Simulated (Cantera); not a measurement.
Low-pressure radical oxidation in H2/O2

An isothermal, constant-pressure homogeneous reactor starts with H2 : O2 : N2 = 0.053 : 1 : 0.25 (molar parts), at 1025 K and 29.3 Torr.

Cantera simulation using the H2/O2 subset of GRI-Mech 3.0, which has no nitrogen chemistry; the numbers are that mechanism's predictions, not measurements. Radical loss at walls, strong at low pressure, is not modelled. The temperature is held fixed by assumption; the heat of reaction is taken as removed at once.

| t (s) | x H2 | x O2 | x OH | x H2O | x H2O2 | x O |
|---|---|---|---|---|---|---|
| 0.000700 | 0.0407 | 0.767 | 1.64e-8 | 5.35e-8 | 1.03e-12 | 3.32e-8 |
| 0.00219 | 0.0344 | 0.763 | 0.00115 | 0.00481 | 1.97e-7 | 0.00258 |
| 0.00687 | 0.000410 | 0.758 | 0.000806 | 0.0401 | 2.81e-7 | 0.00477 |
| 0.0215 | 4.24e-5 | 0.762 | 0.000230 | 0.0413 | 1.85e-7 | 0.000570 |
| 0.0675 | 4.33e-6 | 0.763 | 7.55e-5 | 0.0415 | 9.94e-8 | 6.20e-5 |
| 0.211 | 4.60e-7 | 0.763 | 2.80e-5 | 0.0415 | 3.86e-8 | 8.23e-6 |
| 0.662 | 6.15e-8 | 0.763 | 1.19e-5 | 0.0415 | 1.27e-8 | 1.48e-6 |
| 2.08 | 1.17e-8 | 0.763 | 5.68e-6 | 0.0415 | 4.06e-9 | 3.38e-7 |
| 6.50 | 2.81e-9 | 0.763 | 2.91e-6 | 0.0415 | 1.30e-9 | 8.93e-8 |
| 20.4 | 7.72e-10 | 0.763 | 1.56e-6 | 0.0415 | 4.15e-10 | 2.56e-8 |
| 63.8 | 2.30e-10 | 0.763 | 8.59e-7 | 0.0415 | 1.35e-10 | 7.81e-9 |
| 200 | 7.88e-11 | 0.763 | 5.04e-7 | 0.0415 | 4.87e-11 | 2.69e-9 |
x: mole fraction; the columns are a selection and need not sum to one.

Equilibrium at this temperature and pressure: H2 4.38e-11, O2 0.763, OH 3.72e-7, H2O 0.0415, H2O2 2.76e-11, O 1.47e-9 (gas phase only).
